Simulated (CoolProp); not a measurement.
Vapour-liquid equilibrium of R13 (1) + n-butane (2) at 238.1 K; x and y are mole fractions of (1).

Computed with CoolProp (multi-fluid Helmholtz-energy mixture model, Platzer 1990 and Bücker 2006; pair parameters Bell 2016). This equation is an older, rougher fit; its heat capacities, sound speeds and derivatives of the liquid may be far off and weren't checked against measurements.

Q: Give the bubble pressure and the first vapour's composition at x = 0.25, 0.65, 0.85. Is there an azeotrope?

A: x = 0.25: 291.1 kPa, y = 0.932; x = 0.65: 508.1 kPa, y = 0.972; x = 0.85: 612.0 kPa, y = 0.986. No azeotrope shows between x = 0.05 and 0.95.

Pair parameters are fitted to limited data, so mixtures are less certain than the pure fluids. With so large a gap from Raoult's law the liquid may split in two, which this calculation doesn't test in full.
